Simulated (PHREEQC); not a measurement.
Consider water at 40 °C with 0.0037 mol/kgw ZnSO4, 0.00012 mol/kgw KCl and 0.016 mol/kgw H2SO4. Closed to the air; pH follows from the charge balance.

Model: ion-association model, phreeqc.dat, run in PHREEQC.

```tsv
quantity	before	after
pH	1.74	1.79
ionic strength (mol/kgw)	0.0360	0.0464
HSO4- (mol/kgw)	0.0110	0.0129
```

Task: Name the change that produced these shifts.
A. KCl replaced by FeCl3 at the same molality
B. 0.0051 mol/kgw Na2SO4 added
C. H2SO4 from 0.016 to 0.024 mol/kgw
D. ZnSO4 from 0.0037 to 0.00185 mol/kgw
E. KCl from 0.00012 to 1.2e-05 mol/kgw

Result: B, 0.0051 mol/kgw Na2SO4 added

Precipitation was switched off in this run. Constants without temperature data keep their 25 °C values here.
